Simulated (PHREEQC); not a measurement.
# Spent oxide etchant: speciation

A solution holds 0.033 mol HF, 4e-05 mol H2SiF6, 0.0027 mol HBF4 and 0.00032 mol HNO3 per kg of water, at 25 °C. Closed to the air; pH follows from the charge balance.

The numbers come from PHREEQC with the ion-association model, phreeqc.dat.

No solid was allowed to form.

Predict the pH.

pH 2.20.

In which forms is B present?

BF4- 99 %, BF3OH- 1.3 % of the B.

SiF6-2 is the database's only silicon fluoride. Real BF4- forms and hydrolyses slowly; the run takes it at equilibrium.
